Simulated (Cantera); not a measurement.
A closed system holds: 1 mol MgO, a varied amount of HBr, 2.9 mol H2, held at 1375 °C and 44000 Pa.

Equilibrium computed with Cantera from the NASA thermochemical tables; the gas is ideal and each condensed phase is pure. Candidate condensed phases: Br2, H2O, Mg, MgBr2, MgO, Mg(OH)2; 20 gas species. Kinetics and transport are ignored.

Which condensed phases are stable at each of these points (n(HBr) (mol)): 3, 5.8, 8.5, 11, 14, 17, 20, 22?


```
n(HBr) (mol)  condensed phases  Mg condensed (%)
------------  ----------------  ----------------
3                       MgO(s)              45.7
5.8                   gas only               0.0
8.5                   gas only               0.0
11                    gas only               0.0
14                    gas only               0.0
17                    gas only               0.0
20                    gas only               0.0
22                    gas only               0.0
```

At 3 mol HBr the condensed part is MgO(s). From 5.8 mol HBr to 22 mol HBr nothing is condensed.
